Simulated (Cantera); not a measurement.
Thermodynamics of iron carbonyl, mercury and lead vapours, feed Fe(CO)5 + N2

A closed system holds: 1 mol Fe(CO)5, 0.79 mol N2, at 0.000340 bar.

Equilibrium computed with Cantera from the NASA thermochemical tables; the gas is ideal and each condensed phase is pure. Candidate condensed phases: C, Fe, Fe(CO)5, FeO, Fe2O3, Fe3O4; 27 gas species. Condensed phases not in the tables: cementite and carbon dissolved in iron. Rates play no part.

From 973 K to 1023 K the condensed part is C(graphite) + Fe(α). From 1048 K to 1173 K the condensed part is Fe(α). From 1198 K to 1298 K the condensed part is Fe(γ).

```
T (K)   x CO   x N2     x CO2      x Fe  n C(graphite)  n Fe(α)  n Fe(γ)
-----  -----  -----  --------  --------  -------------  -------  -------
973    0.863  0.136  0.000254  1.12e-11        0.00147     1.00        0
998    0.863  0.136  0.000150  3.97e-11       0.000867     1.00        0
1023   0.863  0.136   9.07e-5  1.32e-10       0.000525     1.00        0
1048   0.863  0.136   5.62e-5  4.12e-10              0     1.00        0
1073   0.864  0.136   3.57e-5   1.22e-9              0     1.00        0
1098   0.864  0.136   2.31e-5   3.42e-9              0     1.00        0
1123   0.864  0.136   1.53e-5   9.16e-9              0     1.00        0
1148   0.864  0.136   1.03e-5   2.35e-8              0     1.00        0
1173   0.864  0.136   7.07e-6   5.77e-8              0     1.00        0
1198   0.864  0.136   4.93e-6   1.36e-7              0        0    1.000
1223   0.864  0.136   3.49e-6   3.11e-7              0        0    1.000
1248   0.864  0.136   2.50e-6   6.85e-7              0        0    1.000
1273   0.864  0.136   1.82e-6   1.46e-6              0        0    1.000
1298   0.864  0.136   1.34e-6   3.03e-6              0        0    1.000
```
x: gas mole fraction; n: condensed amount in mol.
